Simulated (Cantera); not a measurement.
Input: 1 mol CuO, 0.96 mol CO, 5.6 mol N₂, held at 9200 Pa.

Method: chemical equilibrium by Gibbs-energy minimisation in Cantera with the NASA 1993 tables (ideal gas, pure condensed phases). Candidate condensed phases: C, Cu, CuO, Cu₂O; 27 gas species. The numbers say what is thermodynamically allowed, not how fast it happens.

x: gas mole fraction; n: condensed amount in mol.

```csv
T (°C),x N₂,x CO₂,x Cu,x CO,x O₂,x NO,x O,n Cu(l)
1625,0.834,0.139,0.0172,0.00374,0.00437,0.000846,6.40e-5,0.884
1675,0.824,0.136,(withheld),(withheld),(withheld),(withheld),(withheld),(withheld)
1725,0.808,0.131,(withheld),(withheld),(withheld),(withheld),(withheld),(withheld)
1775,0.784,0.125,0.0723,0.00982,0.00671,0.00155,0.000259,0.478
1825,0.749,0.116,0.111,0.0126,0.00770,0.00185,0.000397,0.157
1875,0.732,0.110,0.129,0.0159,0.00900,0.00223,0.000603,0
1925,0.730,0.105,0.129,0.0200,0.0106,0.00272,0.000908,0
1975,0.728,0.100,0.129,0.0247,0.0124,0.00329,0.00134,0
2025,0.725,0.0948,0.129,0.0299,0.0144,0.00393,0.00194,0
2075,0.723,0.0887,0.129,0.0356,0.0165,0.00464,0.00276,0
2125,0.720,0.0821,0.128,0.0417,0.0186,0.00542,0.00386,0
2175,0.716,0.0753,0.128,0.0481,0.0206,0.00626,0.00528,0
2225,0.713,0.0682,0.127,0.0546,0.0225,0.00714,0.00710,0
```

Problem. What belongs in the gaps?

Solution. 
- 1675, x Cu: 0.0285
- 1675, x CO: 0.00536
- 1675, x O₂: 0.00501
- 1675, x NO: 0.00104
- 1675, x O: 0.000104
- 1675, n Cu(l): 0.805
- 1725, x Cu: 0.0459
- 1725, x CO: 0.00739
- 1725, x O₂: 0.00580
- 1725, x NO: 0.00128
- 1725, x O: 0.000165
- 1725, n Cu(l): 0.678
